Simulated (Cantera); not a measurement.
Feed: 1 mol MgSO4, 0.56 mol O2, held at 750 Torr.

Method: chemical equilibrium by Gibbs-energy minimisation in Cantera with the NASA 1993 tables (ideal gas, pure condensed phases). Candidate condensed phases: Mg, MgO, MgS, MgSO4, S; 14 gas species. Mutual solubility and eutectic melting of coexisting phases are not modelled. Equilibrium is a limit: real reactors are often held back by kinetics, nucleation or transport.

x: gas mole fraction; n: condensed amount in mol.

| T (°C) | x O2 | x SO2 | x SO3 | x O | n MgSO4(s) | n MgO(s) |
|---|---|---|---|---|---|---|
| 602 | 1.00 | 4.34e-9 | 4.22e-8 | 2.05e-12 | 1.00 | 0 |
| 802 | 1.000 | 6.51e-5 | 5.19e-5 | 1.31e-9 | 1.000 | 0 |
| 1002 | 0.950 | 0.0440 | 0.00623 | 1.09e-7 | 0.970 | 0.0303 |
| 1202 | 0.511 | 0.475 | 0.0144 | 2.05e-6 | 0 | 1.00 |
| 1402 | 0.513 | 0.481 | ___ | ___ | 0 | 1.00 |
| 1602 | 0.514 | 0.483 | ___ | ___ | 0 | 1.00 |
| 1802 | 0.514 | 0.484 | 0.00159 | 0.000835 | 0 | 1.00 |

**Question.** Fill in the missing entries.

**Answer.** 
- 1402, x SO3: 0.00580
- 1402, x O: 2.45e-5
- 1602, x SO3: 0.00283
- 1602, x O: 0.000172
